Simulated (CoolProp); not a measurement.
A Linde-Hampson liquefier for methane: isothermal reversible compression at 230 K from 1 atm to 40 MPa, throttling to 1 atm, return gas leaving the recuperator 10 K below the feed. Each further row changes one setting.

Model: reference Helmholtz-energy equation of state, Setzmann 1991, in CoolProp.

| case | liquid yield per pass | compression work (kJ/kg of gas) |
|---|---|---|
| as stated | 0.391 | 609 |
| high pressure 80 MPa | 0.331 | (withheld) |
| warm-end temperature 260 K | 0.314 | (withheld) |
| warm-end gap 15 K | (withheld) | 609 |

Problem. Some entries are withheld; supply them.

Solution. 
- high pressure 80 MPa, compression work (kJ/kg of gas): 724
- warm-end temperature 260 K, compression work (kJ/kg of gas): 727
- warm-end gap 15 K, liquid yield per pass: 0.382
